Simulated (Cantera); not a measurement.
A closed system holds: 1 mol SiF4, 18 mol N2O, 1.5 mol H2, equilibrated at 1775 °C and 10.0 mbar.

Equilibrium computed with Cantera from the NASA thermochemical tables; the gas is ideal and each condensed phase is pure. The tables' values for SiF3, SiO2 are old estimates; treat these amounts as uncertain. The tables hold silica as quartz up to 1696 K and as liquid above; real silica turns to tridymite and cristobalite and melts near 1996 K. The numbers say what is thermodynamically allowed, not how fast it happens.

```
species         before     after
------------  --------  --------
N2               0.604     0.617
O2               0.272     0.288
HF              0.0992    0.0600
SiF4           0.00880    0.0192
H2O           0.000730  0.000181
H              5.38e-5   2.64e-5
OH            0.000742  0.000375
SiF3          0.000139  0.000246
F             0.000461  0.000568
NO             0.00868   0.00904
SiO2(l), mol     0.730     0.432
```
Gas species are given as mole fractions.

Q: What was changed between the two runs?
(A) temperature from 1775 °C to 977 °C
(B) temperature from 1775 °C to 925 °C
(C) H2 from 1.5 to 0.88 mol
(D) pressure from 10.0 mbar to 0.100 bar

A: C, H2 from 1.5 to 0.88 mol
